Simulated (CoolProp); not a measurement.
Vapour-liquid equilibrium of ethylene (1) + isobutane (2) at 313 kPa; x and y are mole fractions of (1).

Values from CoolProp's multi-fluid Helmholtz-energy mixture model, Smukala 2000 and Bücker 2006; pair parameters Bell 2016.

| x | bubble temperature, mixture model (°C) | bubble temperature, Raoult's law (°C) | y, mixture model | y, Raoult's law |
|---|---|---|---|---|
| 0.05 | … | -4.3 | 0.439 | 0.593 |
| 0.15 | -23.4 | -31.8 | 0.814 | 0.883 |
| 0.25 | … | -46.4 | 0.924 | 0.951 |
| 0.35 | … | -55.9 | 0.964 | 0.975 |
| 0.45 | … | -62.6 | … | 0.986 |
| 0.55 | -65.9 | -67.8 | 0.990 | 0.992 |
| 0.65 | -70.8 | -71.9 | 0.994 | 0.995 |
| 0.75 | -74.7 | -75.3 | 0.997 | 0.997 |
| 0.85 | -77.9 | -78.2 | 0.999 | 0.999 |
| 0.95 | -80.6 | -80.7 | 1.000 | 1.000 |

Some entries are withheld; supply them.


- 0.05, bubble temperature, mixture model (°C): 3.4
- 0.25, bubble temperature, mixture model (°C): -40.4
- 0.35, bubble temperature, mixture model (°C): -51.7
- 0.45, bubble temperature, mixture model (°C): -59.8
- 0.45, y, mixture model: 0.981

The largest gap from Raoult's law is +8.4 K in bubble temperature, at x = 0.15. No azeotrope shows between x = 0.05 and 0.95.

Pair parameters are fitted to limited data, so mixtures are less certain than the pure fluids.
